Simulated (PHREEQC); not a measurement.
## Copper plating or etch bath (model solution)

Dissolve 36 mmol/kgw CuCl2 and 0.62 mmol/kgw HBF4 at 5 °C. Closed to the air; pH follows from the charge balance.

The numbers come from PHREEQC with the ion-association model, wateq4f.dat.

This is a speciation only: nothing precipitates in the calculation.

**Question.** What pH does the model give?

**Answer.** pH 2.96.

**Question.** In which forms is B present?

**Answer.** H3BO3 82 %, BF4- 12 %, BF3OH- 3.4 %, BF2(OH)2- 2.5 % of the B.

Species that the database lacks are ignored. At this temperature some constants are extrapolated from 25 °C, and those without enthalpy data are left unchanged. Real BF4- forms and hydrolyses slowly; the run takes it at equilibrium.
